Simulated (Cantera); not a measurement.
A perfectly stirred reactor is fed with C3H8 : O2 : N2 = 1 : 4.17 : 15.7 (molar parts), at 6300 Torr; it is adiabatic with a 475 K inlet, and is followed from long to short residence time, starting on the burning branch (τ in s: 0.071, 0.037, 0.019, 0.01, 0.0053, 0.0028, 0.0015, 0.00076, 0.0004, 0.00021, 0.00011, 5.7e-05, 3e-05).

Cantera simulation using GRI-Mech 3.0 (53 species, 325 reactions); the numbers are that mechanism's predictions, not measurements. GRI-Mech 3.0 was tuned for natural gas; its chemistry of propane as a main component is partial and can be far from experiment.

One state of this run: T (K) = 2141; x C3H8 = 5.86e-5; x O2 = 0.0106; x H = 0.00423; x OH = 0.00388; x C2H4 = 0.000169. x: mole fraction; the columns are a selection and need not sum to one.

**Question.** Which value of τ (s) does it belong to?
A) 0.00011
B) 0.00021
C) 3.0e-5
D) 5.7e-5

**Answer.** C, 3.0e-5
